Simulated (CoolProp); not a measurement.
Vapour-liquid equilibrium of n-heptane (1) + m-xylene (2) at 347 K; x and y are mole fractions of (1).

The numbers come from the multi-fluid Helmholtz-energy mixture model, Span 2003 and Zhou 2012; pair parameters Bell 2016 in CoolProp.

```tsv
x	bubble pressure (MPa)	y at the bubble point	dew pressure at overall composition x (MPa)	liquid density (mol/L)
0.05	0.01436	0.213	0.01236	7.619
0.15	0.01881	0.457	0.01351	[?]
0.25	[?]	0.596	0.01490	7.327
0.35	0.02622	[?]	0.01658	7.186
0.45	0.02949	0.759	0.01866	7.050
0.55	[?]	0.816	[?]	6.916
0.65	0.03565	0.864	[?]	6.787
0.75	0.03867	0.907	0.02902	6.660
0.85	0.04171	0.946	0.03471	6.537
0.95	0.04479	0.983	[?]	6.416
```

Problem. Some entries are withheld; supply them.

Solution. 
- 0.15, liquid density (mol/L): 7.471
- 0.25, bubble pressure (MPa): 0.02271
- 0.35, y at the bubble point: 0.689
- 0.55, bubble pressure (MPa): 0.03261
- 0.55, dew pressure at overall composition x (MPa): 0.02128
- 0.65, dew pressure at overall composition x (MPa): 0.02465
- 0.95, dew pressure at overall composition x (MPa): 0.04202

No azeotrope shows between x = 0.05 and 0.95.

Pair parameters are fitted to limited data, so mixtures are less certain than the pure fluids.
